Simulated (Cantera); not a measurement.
Predominance diagram of Li at 1200 K against the partial pressures of O₂ and H₂O (log10, bar). Source: NASA polynomial tables (part measured, part estimated), evaluated in Cantera. Candidates: Li(l), LiH(l), LiOH(l), Li₂O(s). Only these pure phases compete in this equilibrium. Not in the tables: the peroxide.

Which phase is stable at these pairs, and which metal-bearing vapour leads over it? (-12.5, -9); (-2.7, -4); (-10.1, -5); (-1.5, -3); (-5.2, 0); (1, 0); (-11.3, -6)


```tsv
log p(O₂)	log p(H₂O)	phase	chief vapour	log p (bar)
-12.5	-9	Li₂O(s)	LiOH	-7.6
-2.7	-4	Li₂O(s)	LiOH	-5.1
-10.1	-5	Li₂O(s)	LiOH	-5.6
-1.5	-3	Li₂O(s)	LiOH	-4.6
-5.2	0	LiOH(l)	LiOH	-3.2
1	0	LiOH(l)	LiOH	-3.2
-11.3	-6	Li₂O(s)	LiOH	-6.1
```
